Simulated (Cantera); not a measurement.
A perfectly stirred reactor is fed with CO : H₂ : O₂ : N₂ : H₂O = 1 : 0.26 : 0.863 : 4.66 : 1.4 (molar parts), equivalence ratio 0.73, at 1.00 atm; it is adiabatic with a 623 K inlet, and is followed from long to short residence time, starting on the burning branch (τ in s: 0.039, 0.015, 0.0057, 0.0022, 0.00083, 0.00032, 0.00012, 4.7e-05, 1.8e-05, 6.8e-06).

Model: GRI-Mech 3.0 (53 species, 325 reactions), integrated in Cantera.

Task: What does this change do: inlet temperature 623 to 423 K?

Result: 
| quantity | before | after |
|---|---|---|
| blow-out, bracketed by the residence times tried | burning at 0.320 ms, out at 0.120 ms | burning at 0.830 ms, out at 0.320 ms |
| x(CO) at τ = 39.0 ms | 0.00216 | 0.00190 |
| x(H₂) at τ = 39.0 ms | 0.000732 | 0.000598 |
| x(O₂) at τ = 39.0 ms | 0.0317 | 0.0317 |
| x(NO) at τ = 39.0 ms | 1.09e-5 | 3.77e-6 |
| x(H₂O) at τ = 39.0 ms | 0.218 | 0.218 |
| x(CO) at τ = 0.320 ms | 0.0341 | 0.122 |
| x(H₂) at τ = 0.320 ms | 0.00620 | 0.0318 |
| x(O₂) at τ = 0.320 ms | 0.0490 | 0.105 |
| x(NO) at τ = 0.320 ms | 3.16e-6 | <1e-12 |
| x(H₂O) at τ = 0.320 ms | 0.204 | 0.171 |
